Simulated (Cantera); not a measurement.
A closed system holds: 1 mol BCl3, 1.1 mol N2, at 1500 K and 19.0 mbar.

Method: chemical equilibrium by Gibbs-energy minimisation in Cantera with the NASA 1993 tables (ideal gas, pure condensed phases). Candidate condensed phases: B, BN; 10 gas species. The tables' values for BCl2, BCl are old estimates; treat these amounts as uncertain. Rates play no part.

Base state: N2 0.523, BCl3 0.475, Cl 0.00114, BCl2 0.000495, BCl 1.38e-5 (mole fractions); condensed: BN(s).

**Question.** What changes in the equilibrium state with this change: BCl3 replaced by BF3?

**Answer.** 
| species | before | after |
|---|---|---|
| N2 | 0.523 | 0.524 |
| BF3 | 0 | 0.476 |
| BCl3 | 0.475 | 0 |
| Cl | 0.00114 | 0 |
| BCl2 | 0.000495 | 0 |
| BCl | 1.38e-5 | 0 |
| BN(s), mol | 0.000440 | 0 |

**Question.** What changes in the equilibrium state with this change: temperature from 1500 K to 775 K?

**Answer.** 
| species | before | after |
|---|---|---|
| N2 | 0.523 | 0.524 |
| BCl3 | 0.475 | 0.476 |
| Cl | 0.00114 | 2.21e-9 |
| BCl2 | 0.000495 | <1e-9 |
| BCl | 1.38e-5 | <1e-9 |
| BN(s), mol | 0.000440 | 0 |
